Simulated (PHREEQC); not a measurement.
Make-up at 20 °C: 0.0067 mol/kgw NaHCO3 and 0.00019 mol/kgw NaF. Closed to the air; pH follows from the charge balance.

Equilibrium calculation in PHREEQC: ion-association model, wateq4f.dat.

Problem. The ionic strength comes out as 0.00693 mol/kgw. What activity coefficients do OH-, HCO3-, NaCO3-, CO3-2, Na+ get?

Solution. OH- 0.92, HCO3- 0.92, NaCO3- 0.92, CO3-2 0.71, Na+ 0.92.

Precipitation was switched off in this run.
